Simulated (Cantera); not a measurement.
A closed system holds: 1 mol Si, 0.39 mol CO, 1.3 mol N2, at 0.00133 bar.

These are equilibrium values from Cantera (NASA tables, ideal gas, pure condensed phases), not measurements of a reactor. Candidate condensed phases: C, Si, SiC, SiO2, Si2N2O, Si3N4; 34 gas species. Mutual solubility and eutectic melting of coexisting phases are not modelled. Equilibrium is a limit: real reactors are often held back by kinetics, nucleation or transport. All values below are at 1550 K.

Base state: N2 0.942, CO 0.0537, SiO 0.00412 (mole fractions); condensed: SiC(s) + Si2N2O(s).

Question: What changes in the equilibrium state with this change: pressure from 0.00133 bar to 0.000350 bar?

Answer: 
```csv
species,before,after
N2,0.942,0.931
CO,0.0537,0.0458
SiO,0.00412,0.0235
Si,1.24e-6,1.22e-5
"SiC(s), mol",0.335,0.342
"Si2N2O(s), mol",0.331,0.317
```
